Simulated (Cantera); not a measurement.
## Premixed flame

A freely propagating, adiabatic, planar premixed flame of H2 : O2 : N2 : H2O = 1 : 0.417 : 1.54 : 0.15 (molar parts), unburnt at 648 K and 14000 Pa; mixture-averaged transport, grid criteria slope 0.08 and curve 0.16, no radiation.

Cantera simulation using the H2/O2 subset of GRI-Mech 3.0, which has no nitrogen chemistry; the numbers are that mechanism's predictions, not measurements. Burning velocities carry a grid error of a few per cent, more on coarse grids.

```json
[
 {"z (mm)": "-18.5", "T (K)": "648", "u (m/s)": "7.39", "x H2": "0.322", "x O2": "0.134", "x H": "<1e-8", "x O": "<1e-8", "x H2O": "0.0483", "x H2O2": "<1e-8"},
 {"z (mm)": "-12.3", "T (K)": "648", "u (m/s)": "7.39", "x H2": "0.322", "x O2": "0.134", "x H": "<1e-8", "x O": "<1e-8", "x H2O": "0.0483", "x H2O2": "<1e-8"},
 {"z (mm)": "-9.24", "T (K)": "648", "u (m/s)": "7.39", "x H2": "0.322", "x O2": "0.134", "x H": "<1e-8", "x O": "<1e-8", "x H2O": "0.0483", "x H2O2": "<1e-8"},
 {"z (mm)": "-6.16", "T (K)": "648", "u (m/s)": "7.39", "x H2": "0.322", "x O2": "0.134", "x H": "1.22e-7", "x O": "<1e-8", "x H2O": "0.0483", "x H2O2": "<1e-8"},
 {"z (mm)": "-3.08", "T (K)": "652", "u (m/s)": "7.43", "x H2": "0.321", "x O2": "0.134", "x H": "0.000229", "x O": "5.37e-6", "x H2O": "0.0486", "x H2O2": "2.83e-7"},
 {"z (mm)": "-1.54", "T (K)": "746", "u (m/s)": "8.43", "x H2": "0.303", "x O2": "0.131", "x H": "0.00756", "x O": "0.000237", "x H2O": "0.0577", "x H2O2": "6.27e-7"},
 {"z (mm)": "0", "T (K)": "1122", "u (m/s)": "12.3", "x H2": "0.167", "x O2": "0.0839", "x H": "0.0695", "x O": "0.00680", "x H2O": "0.156", "x H2O2": "6.93e-7"},
 {"z (mm)": "1.54", "T (K)": "1388", "u (m/s)": "15.0", "x H2": "0.0723", "x O2": "0.0283", "x H": "0.101", "x O": "0.0121", "x H2O": "0.257", "x H2O2": "8.43e-7"},
 {"z (mm)": "3.08", "T (K)": "1500", "u (m/s)": "16.1", "x H2": "0.0689", "x O2": "0.0224", "x H": "0.0923", "x O": "0.0121", "x H2O": "0.269", "x H2O2": "6.76e-7"},
 {"z (mm)": "6.16", "T (K)": "1633", "u (m/s)": "17.4", "x H2": "0.0723", "x O2": "0.0197", "x H": "0.0780", "x O": "0.0114", "x H2O": "0.276", "x H2O2": "4.21e-7"},
 {"z (mm)": "12.3", "T (K)": "1782", "u (m/s)": "18.8", "x H2": "0.0747", "x O2": "0.0167", "x H": "0.0627", "x O": "0.00988", "x H2O": "0.285", "x H2O2": "2.25e-7"},
 {"z (mm)": "24.6", "T (K)": "1938", "u (m/s)": "20.2", "x H2": "0.0754", "x O2": "0.0135", "x H": "0.0479", "x O": "0.00787", "x H2O": "0.296", "x H2O2": "1.18e-7"},
 {"z (mm)": "49.3", "T (K)": "2090", "u (m/s)": "21.5", "x H2": "0.0741", "x O2": "0.0101", "x H": "0.0347", "x O": "0.00566", "x H2O": "0.309", "x H2O2": "6.74e-8"}
]
```
x: mole fraction of selected species; z is measured from the peak of heat release.

```yaml
laminar_burning_velocity: 739 cm/s
thermal_thickness: 6.16 mm
peak x(H): 0.101
peak x(O): 0.0122
peak x(H2O2): 8.82e-7
grid_points: 143
```
